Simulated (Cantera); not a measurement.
Equilibrium for hydrogen reduction and annealing atmospheres: Ta2O5 + H2

A closed system holds: 1 mol Ta2O5, 30 mol H2, held at 1948 K and 0.100 bar.

These are equilibrium values from Cantera (NASA tables, ideal gas, pure condensed phases), not measurements of a reactor. Candidate condensed phases: H2O, Ta, Ta2O5; 12 gas species. Mutual solubility and eutectic melting of coexisting phases are not modelled. Condensed phases not in the tables: N, O or C dissolved in the metal. Rates play no part.

```json
{
 "x(H2)": "0.995",
 "x(H)": "0.00356",
 "x(H2O)": "0.00144",
 "x(TaO2)": "4.15e-6",
 "n(Ta(s))": "0.0173 mol",
 "n(Ta2O5(s))": "0.991 mol",
 "gas_amount": "30.05 mol"
}
```
